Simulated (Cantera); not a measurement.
A Cantera script and its output.

```python
import numpy as np
import cantera as ct

surf = ct.Interface("diamond.yaml", "diamond_100")
gas, bulk = surf.adjacent["gas"], surf.adjacent["diamond"]
k = surf.kinetics_species_index(bulk.species_names[0])
cover = ["c6HH", "c6H*", "c6*H", "c6**", "c6HM", "c6B"]

rows, drift = [], 0.0
print(f"{'T':>10s}{'um/h':>11s}" + "".join(f"{s:>11s}" for s in cover))
for v in [950, 1000, 1050, 1100, 1150, 1200, 1250, 1300, 1350, 1400]:
    T, P, xH, xCH3 = v, 24000, 0.0024, 4.4e-05
    gas.TPX = T, P, {"H": xH, "CH3": xCH3, "CH4": 0.0088, "H2": 1 - xH - xCH3 - 0.0088}
    surf.TP = bulk.TP = T, P
    surf.coverages = "c6H*:0.1, c6HH:0.9"
    surf.advance_coverages(100.0)
    before = surf.coverages
    surf.advance_coverages(100.0)
    drift = max(drift, np.max(np.abs(surf.coverages - before) / (surf.coverages + 1e-9)))
    rate = surf.net_production_rates[k] * bulk.mean_molecular_weight / bulk.density * 3.6e9
    rows.append([rate, *surf[cover].coverages])
    print(f"{v:10.4g}{rate:11.4e}" + "".join(f"{x:11.3e}" for x in rows[-1][1:]))
```

Result:

```
         T       um/h       c6HH       c6H*       c6*H       c6**       c6HM        c6B
       950 4.2746e+00  6.341e-01  1.400e-02  3.297e-01  6.476e-03  1.206e-02  1.160e-08
      1000 5.3819e+00  5.904e-01  1.814e-02  3.689e-01  9.353e-03  9.613e-03  1.460e-08
      1050 6.4056e+00  5.492e-01  2.271e-02  4.043e-01  1.291e-02  7.544e-03  1.738e-08
      1100 7.0006e+00  5.114e-01  2.760e-02  4.353e-01  1.711e-02  5.616e-03  1.900e-08
      1150 6.6879e+00  4.773e-01  3.272e-02  4.620e-01  2.187e-02  3.731e-03  1.815e-08
      1200 5.4121e+00  4.470e-01  3.796e-02  4.843e-01  2.704e-02  2.090e-03  1.469e-08
      1250 3.9138e+00  4.204e-01  4.321e-02  5.021e-01  3.243e-02  9.918e-04  1.062e-08
      1300 2.8831e+00  3.973e-01  4.837e-02  5.155e-01  3.781e-02  4.248e-04  7.823e-09
      1350 2.3840e+00  3.778e-01  5.338e-02  5.252e-01  4.301e-02  1.748e-04  6.469e-09
      1400 2.1628e+00  3.618e-01  5.821e-02  5.317e-01  4.785e-02  7.130e-05  5.869e-09
```

Cantera simulation using the Harris–Goodwin 1993 mechanism for the reconstructed diamond (100) surface; the numbers are that mechanism's predictions, not measurements.
